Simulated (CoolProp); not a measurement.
Computed with CoolProp (reference Helmholtz-energy equation of state, Jacobsen 1992).

**Question.** Give the vapour pressure (kPa), liquid density (kg/m³), vapour density (kg/m³), vapour viscosity (µPa s) of saturated R11 at 399.4 K.

**Answer.** 
| T (K) | p (kPa) | liquid density (kg/m³) | vapour density (kg/m³) | vapour viscosity (µPa s) |
|---|---|---|---|---|
| 399.4 | 1390 | 1190 | 74.5 | 13.7 |

Viscosity comes from a separate model (Klein 1997), an estimate that may be off by 10 % or more.
